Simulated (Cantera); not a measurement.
# Ignition delay

Mixture: C₃H₈ : O₂ : N₂ : H₂O = 1 : 8.06 : 22.6 : 5.2 (molar parts), at 1.00 bar, adiabatic and at constant volume. Ignition delay is the time to a rise of 400 K.

Model: GRI-Mech 3.0 (53 species, 325 reactions), integrated in Cantera. GRI-Mech 3.0 was tuned for natural gas; its chemistry of propane as a main component is partial and can be far from experiment.

```
T0 (K)  delay (ms)
------  ----------
1273          1.39
1323         0.602
1373         0.286
1423         0.149
1473        0.0846
1523        0.0519
```

- apparent activation energy between 1423 and 1523 K = 190 kJ/mol
